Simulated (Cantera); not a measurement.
CuO + H2 (hydrogen reduction and annealing atmospheres)

Feed: 1 mol CuO, 150 mol H2, equilibrated at 0.0600 bar.

Equilibrium computed with Cantera from the NASA thermochemical tables; the gas is ideal and each condensed phase is pure. Candidate condensed phases: Cu, CuO, Cu(OH)2, Cu2O, H2O; 12 gas species. Rates play no part.

```
T (K)   x H2       x H    x H2O      x Cu     x Cu2      x OH       x O     x CuO  n Cu(s)  n Cu(l)
-----  -----  --------  -------  --------  --------  --------  --------  --------  -------  -------
823    0.993  2.98e-11  0.00667    <1e-12    <1e-12    <1e-12    <1e-12    <1e-12     1.00        0
923    0.993  9.95e-10  0.00667  9.13e-12    <1e-12    <1e-12    <1e-12    <1e-12     1.00        0
1023   0.993   1.68e-8  0.00667  6.41e-10    <1e-12    <1e-12    <1e-12    <1e-12     1.00        0
1123   0.993   1.73e-7  0.00667   2.09e-8    <1e-12  5.99e-12    <1e-12    <1e-12    1.000        0
1223   0.993   1.22e-6  0.00667   3.82e-7  1.41e-11  7.40e-11    <1e-12    <1e-12    1.000        0
1323   0.993   6.45e-6  0.00667   4.47e-6  4.58e-10  6.26e-10    <1e-12    <1e-12    0.999        0
1423   0.993   2.70e-5  0.00667   3.49e-5   8.07e-9   3.94e-9    <1e-12    <1e-12        0    0.995
1523   0.993   9.40e-5  0.00666  0.000201   9.10e-8   1.95e-8  1.58e-12    <1e-12        0    0.970
1623   0.992  0.000281  0.00666  0.000926   7.52e-7   7.90e-8  1.84e-11  8.97e-12        0    0.861
1723   0.989  0.000740  0.00664   0.00356   4.81e-6   2.72e-7  1.62e-10  8.85e-11        0    0.463
1823   0.985   0.00176  0.00662   0.00660   7.85e-6   8.21e-7   1.12e-9  3.80e-10        0        0
1923   0.983   0.00381  0.00661   0.00660   4.02e-6   2.21e-6   6.39e-9  8.07e-10        0        0
2023   0.979   0.00767  0.00659   0.00659   2.19e-6   5.38e-6   3.06e-8   1.59e-9        0        0
```
x: gas mole fraction; n: condensed amount in mol.

From 823 K to 1323 K the condensed part is Cu(s). From 1423 K to 1723 K the condensed part is Cu(l). From 1823 K to 2023 K nothing is condensed.
